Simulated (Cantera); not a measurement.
An isothermal, constant-pressure homogeneous reactor starts with CO : O2 : H2O : N2 = 0.0086 : 0.079 : 0.066 : 1 (molar parts), at 975 K and 825 Torr. Integrator tolerance rtol = 1e-08.

Cantera simulation using GRI-Mech 3.0 (53 species, 325 reactions); the numbers are that mechanism's predictions, not measurements.

### Question
What does this change do: CO 0.0086 to 0.0021 parts?

### Answer
```json
[
 {"quantity": "x(CO) at 2.00 s", "before": "0.00236 (gas-phase equilibrium <1e-12)", "after": "0.000889 (gas-phase equilibrium <1e-12)"},
 {"quantity": "x(O2) at 2.00 s", "before": "0.0661 (gas-phase equilibrium 0.0650)", "after": "0.0684 (gas-phase equilibrium 0.0680)"},
 {"quantity": "x(H2O) at 2.00 s", "before": "0.0573 (gas-phase equilibrium 0.0574)", "after": "0.0576 (gas-phase equilibrium 0.0576)"},
 {"quantity": "x(O) at 2.00 s", "before": "9.76e-8 (gas-phase equilibrium 1.76e-11)", "after": "3.07e-8 (gas-phase equilibrium 1.81e-11)"},
 {"quantity": "x(NO) at 2.00 s", "before": "6.30e-12 (gas-phase equilibrium 1.39e-5)", "after": "<1e-12 (gas-phase equilibrium 1.42e-5)"},
 {"quantity": "x(CO2) at 2.00 s", "before": "0.00512 (gas-phase equilibrium 0.00748)", "after": "0.000943 (gas-phase equilibrium 0.00183)"}
]
```

### Question
What does this change do: CO 0.0086 to 0.012 parts?

### Answer
```tsv
quantity	before	after
x(CO) at 2.00 s	0.00236 (gas-phase equilibrium <1e-12)	0.00301 (gas-phase equilibrium 1.01e-12)
x(O2) at 2.00 s	0.0661 (gas-phase equilibrium 0.0650)	0.0648 (gas-phase equilibrium 0.0634)
x(H2O) at 2.00 s	0.0573 (gas-phase equilibrium 0.0574)	0.0572 (gas-phase equilibrium 0.0573)
x(O) at 2.00 s	9.76e-8 (gas-phase equilibrium 1.76e-11)	1.25e-7 (gas-phase equilibrium 1.74e-11)
x(NO) at 2.00 s	6.30e-12 (gas-phase equilibrium 1.39e-5)	1.21e-11 (gas-phase equilibrium 1.37e-5)
x(CO2) at 2.00 s	0.00512 (gas-phase equilibrium 0.00748)	0.00740 (gas-phase equilibrium 0.0104)
```

### Question
What does this change do: temperature 975 to 1075 K?

### Answer
```tsv
quantity	before	after
x(CO) at 2.00 s	0.00236 (gas-phase equilibrium <1e-12)	3.79e-6 (gas-phase equilibrium 1.84e-11)
x(O2) at 2.00 s	0.0661 (gas-phase equilibrium 0.0650)	0.0650 (gas-phase equilibrium 0.0650)
x(H2O) at 2.00 s	0.0573 (gas-phase equilibrium 0.0574)	0.0574 (gas-phase equilibrium 0.0574)
x(O) at 2.00 s	9.76e-8 (gas-phase equilibrium 1.76e-11)	2.13e-9 (gas-phase equilibrium 3.21e-10)
x(NO) at 2.00 s	6.30e-12 (gas-phase equilibrium 1.39e-5)	6.49e-10 (gas-phase equilibrium 3.96e-5)
x(CO2) at 2.00 s	0.00512 (gas-phase equilibrium 0.00748)	0.00748 (gas-phase equilibrium 0.00748)
```
